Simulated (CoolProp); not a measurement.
Computed with CoolProp (reference Helmholtz-energy equation of state, Lemmon 2004). It is a short technical equation, of lower accuracy than the large ones.

Q: For n-dodecane, give the phase and the speed of sound (m/s), Joule-Thomson coefficient (K/MPa), expansivity (1/kK), viscosity (µPa s) at 554.7 K and 1.39 MPa; 620 K and 1.39 MPa.

A: 
- 554.7 K and 1.39 MPa: liquid; speed of sound 458, Joule-Thomson coefficient 0.120, expansivity 2.18, viscosity 122
- 620 K and 1.39 MPa: liquid; speed of sound 239, Joule-Thomson coefficient 1.29, expansivity 4.94, viscosity 63.1

Viscosity comes from a separate model (Huber 2004).
